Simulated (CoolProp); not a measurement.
Saturated liquid density (kg/m³) of acetone: the reference equation beside estimates from Tc = 508.1 K, pc = 4.692 MPa, ω = 0.307. Rackett uses Z = 0.29056 − 0.08775 ω.

Computed with CoolProp (reference Helmholtz-energy equation of state, Lemmon 2006). It is a short technical equation, of lower accuracy than the large ones.

```
T (K)  reference  Rackett  van der Waals  Redlich-Kwong  Soave-Redlich-Kwong  Peng-Robinson
-----  ---------  -------  -------------  -------------  -------------------  -------------
363        707.2    621.5          363.5          525.5                552.5          625.8
377.4      688.1    604.7          353.9          508.3                536.0          607.5
391.8      668.0    587.0          343.7          489.9                518.0          587.6
406.2      646.5    568.3          332.7          470.2                498.3          565.6
420.6      623.5    548.2          320.9          448.9                476.7          541.1
435        598.4    526.5          308.0          425.7                452.6          513.7
449.4      570.7    502.6          293.7          400.0                425.4          482.4
463.8      539.0    475.4          277.5          371.1                394.1          446.2
```

Absolute difference from the reference over all 8 rows, mean and median: Rackett 12.0 and 12.1 %, van der Waals 48.5 and 48.5 %, Redlich-Kwong 28.0 and 27.6 %, Soave-Redlich-Kwong 23.7 and 23.2 %, Peng-Robinson 13.5 and 12.9 %.
